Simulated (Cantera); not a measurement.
A perfectly stirred reactor is fed with 7.17 % CH4, 17.7 % O2, 66.5 % N2, 8.60 % H2, equivalence ratio 1.1, at 10.0 bar; it is adiabatic with a 300 K inlet, and is followed from long to short residence time, starting on the burning branch (τ in s: 0.25, 0.089, 0.031, 0.011, 0.0039, 0.0014, 0.00048, 0.00017, 5.9e-05).

Computed with Cantera and GRI-Mech 3.0 (53 species, 325 reactions).

One state of this run: T (K) = 2306; x CH4 = 4.67e-6; x O2 = 0.000567; x NO = 0.000513; x H2 = 0.00855; x NO2 = 8.87e-8. x: mole fraction; the columns are a selection and need not sum to one.

Question: Which value of τ (s) does it belong to?
A) 0.00017
B) 0.031
C) 0.011
D) 0.00048

Answer: B, 0.031
